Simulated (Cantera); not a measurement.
## Cu₂O + CO (carbothermic reduction)

Input: 1 mol Cu₂O, 4.2 mol CO.

Equilibrium computed with Cantera from the NASA thermochemical tables; the gas is ideal and each condensed phase is pure. Candidate condensed phases: C, Cu, CuO, Cu₂O; 15 gas species. Kinetics and transport are ignored.

Stable condensed phases:

```
T in K \ P in Pa
              10      68     460    3200   22000  150000 1000000
   1923        A       A       A       B       B       B       B
   1848        A       A       B       B       B       B       B
   1773        A       A       B       B       B       B       B
   1698        A       B       B       B       B       B       B
   1623        A       B       B       B       B       B       B
   1548        B       B       B       B       B       B       B
   1473        B       B       B       B       B       B       B
   1398        B       B       B       B       B       B       B
   1323        B       B       B       B       B       B       B
   1248        B       B       B       B       B       B       B
   1173        B       B       B       B       B       B       B
   1098        B       B       B       B       B       B       C
   1023        B       B       B       B       B       C       C
    948        B       B       B       B       B       C       C
```

A: gas only; B: Cu; C: C + Cu.
